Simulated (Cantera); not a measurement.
Input (Python, Cantera):

```python
import numpy as np
import cantera as ct

surf = ct.Interface("diamond.yaml", "diamond_100")
gas, bulk = surf.adjacent["gas"], surf.adjacent["diamond"]
k = surf.kinetics_species_index(bulk.species_names[0])
cover = ["c6HH", "c6H*", "c6*H", "c6**", "c6HM", "c6B"]

rows, drift = [], 0.0
print(f"{'T':>10s}{'um/h':>11s}" + "".join(f"{s:>11s}" for s in cover))
for v in [900, 975, 1050, 1125, 1200, 1275, 1350]:
    T, P, xH, xCH3 = v, 12000, 0.0068, 0.00055
    gas.TPX = T, P, {"H": xH, "CH3": xCH3, "CH4": 0.0025, "H2": 1 - xH - xCH3 - 0.0025}
    surf.TP = bulk.TP = T, P
    surf.coverages = "c6H*:0.1, c6HH:0.9"
    surf.advance_coverages(100.0)
    before = surf.coverages
    surf.advance_coverages(100.0)
    drift = max(drift, np.max(np.abs(surf.coverages - before) / (surf.coverages + 1e-9)))
    rate = surf.net_production_rates[k] * bulk.mean_molecular_weight / bulk.density * 3.6e9
    rows.append([rate, *surf[cover].coverages])
    print(f"{v:10.4g}{rate:11.4e}" + "".join(f"{x:11.3e}" for x in rows[-1][1:]))
```

Result:

```
         T       um/h       c6HH       c6H*       c6*H       c6**       c6HM        c6B
       900 1.9000e+01  6.385e-01  9.777e-03  2.698e-01  3.978e-03  6.267e-02  5.156e-08
       975 2.8855e+01  5.829e-01  1.531e-02  3.335e-01  7.482e-03  4.547e-02  7.830e-08
      1050 3.9454e+01  5.277e-01  2.197e-02  3.903e-01  1.266e-02  3.280e-02  1.071e-07
      1125 4.6029e+01  4.774e-01  2.952e-02  4.393e-01  1.971e-02  2.175e-02  1.249e-07
      1200 4.0220e+01  4.334e-01  3.775e-02  4.809e-01  2.868e-02  1.114e-02  1.091e-07
      1275 2.6821e+01  3.938e-01  4.616e-02  5.127e-01  3.923e-02  3.974e-03  7.278e-08
      1350 1.9384e+01  3.581e-01  5.426e-02  5.334e-01  5.071e-02  1.148e-03  5.260e-08
```

Model: the Harris–Goodwin 1993 mechanism for the reconstructed diamond (100) surface, integrated in Cantera.
